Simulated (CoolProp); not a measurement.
2000 sccm (0 °C, 1 atm) of nitrogen bubbles through liquid dimethyl carbonate at 307.3 K and leaves saturated at a total pressure of 0.15 MPa (ideal gas phase). Each further row changes one setting.

The numbers come from the reference Helmholtz-energy equation of state, Zhou 2011 in CoolProp.

```csv
case,vapour pressure (kPa),mole fraction of vapour,delivery (mg/min),delivery (sccm),change of delivery for a bath 1 K warmer (%)
as stated,11.4,…,663,165,…
bath temperature 312.3 K,14.4,…,856,213,5.2
total pressure 0.3 MPa,11.4,…,…,79.2,5.1
```

Task: Complete the blanks.

Result: 
- as stated, mole fraction of vapour: 0.0762
- as stated, change of delivery for a bath 1 K warmer (%): 5.3
- bath temperature 312.3 K, mole fraction of vapour: 0.0962
- total pressure 0.3 MPa, mole fraction of vapour: 0.0381
- total pressure 0.3 MPa, delivery (mg/min): 318
